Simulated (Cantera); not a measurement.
Charge: 1 mol MgCl2, 1.6 mol HCl, 2.4 mol N2, equilibrated at 10.0 mbar.

Method: chemical equilibrium by Gibbs-energy minimisation in Cantera with the NASA 1993 tables (ideal gas, pure condensed phases). Candidate condensed phases: Mg, MgCl2, NH4Cl; 18 gas species. The numbers say what is thermodynamically allowed, not how fast it happens.

Question: At 900 K, list the 3 most abundant gas species with their mole fractions, and the condensed phases.

Answer: N2 0.599, HCl 0.400, MgCl2 0.000862. Condensed: MgCl2(s).
